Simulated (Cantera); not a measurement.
A perfectly stirred reactor is fed with NH3 : H2 = 1 : 11 (molar parts), at 1.20 bar; it is held at 2275 K, and followed from long to short residence time.

Cantera simulation using the gas-phase N/H chemistry of the illustrative SiF4/NH3 mechanism in the Surface Chemkin manual (1991); the numbers are that mechanism's predictions, not measurements. Walls and surfaces, which speed up NH3 decomposition in real reactors, are not modelled.

**Question.** What does this change do: H2 11 to 110 parts?

**Answer.** 
```
quantity                  before     after
----------------------  --------  --------
x(NH3) at τ = 23.0 s    0.000164   5.73e-5
x(H2) at τ = 23.0 s        0.954     0.988
x(N2H4) at τ = 23.0 s   1.33e-12    <1e-12
x(N2) at τ = 23.0 s       0.0382   0.00442
x(NH2) at τ = 23.0 s     4.12e-6   1.42e-6
x(NH3) at τ = 64.0 ms    0.00388   0.00107
x(H2) at τ = 64.0 ms       0.953     0.987
x(N2H4) at τ = 64.0 ms  5.59e-10  5.21e-11
x(N2) at τ = 64.0 ms      0.0365   0.00390
x(NH2) at τ = 64.0 ms    8.43e-5   2.57e-5
```
